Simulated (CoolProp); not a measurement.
Vapour-liquid equilibrium of diethyl ether (1) + n-hexane (2) at 12.7 bar; x and y are mole fractions of (1).

Computed with CoolProp (multi-fluid Helmholtz-energy mixture model, Thol 2014 and Thol 2019; pair parameters Bell 2016).

```
x     bubble temperature, mixture model (°C)  bubble temperature, Raoult's law (°C)  y, mixture model  y, Raoult's law
----  --------------------------------------  -------------------------------------  ----------------  ---------------
0.05                                   174.8                                  175.0             0.090            0.107
0.2                                    164.9                                  165.4             0.317            0.366
0.35                                       …                                  157.2             0.496            0.557
0.5                                        …                                  150.1                 …            0.703
0.65                                   143.8                                  143.8                 …            0.816
0.8                                    138.3                                  138.2             0.875            0.906
0.95                                   133.2                                  133.2             0.971            0.979
```

Task: Some entries are withheld; supply them.

Result: 
- 0.35, bubble temperature, mixture model (°C): 156.8
- 0.5, bubble temperature, mixture model (°C): 149.9
- 0.5, y, mixture model: 0.642
- 0.65, y, mixture model: 0.766

The largest gap from Raoult's law is -0.5 K in bubble temperature, at x = 0.2. No azeotrope shows between x = 0.05 and 0.95.

Pair parameters are fitted to limited data, so mixtures are less certain than the pure fluids.
